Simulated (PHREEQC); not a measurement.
Make-up at 25 °C: 0.0029 mol/kgw ZnSO4, 0.26 mol/kgw H3BO3 and 0.0044 mol/kgw H2SO4. Closed to the air; pH follows from the charge balance.

Model: ion-association model, phreeqc.dat, run in PHREEQC.

### Question
The ionic strength comes out as 0.0178 mol/kgw. What activity coefficients do HSO4-, Zn+2, H+, SO4-2, Zn(SO4)2-2 get?

### Answer
HSO4- 0.88, Zn+2 0.60, H+ 0.89, SO4-2 0.60, Zn(SO4)2-2 0.59.

No solid was allowed to form.
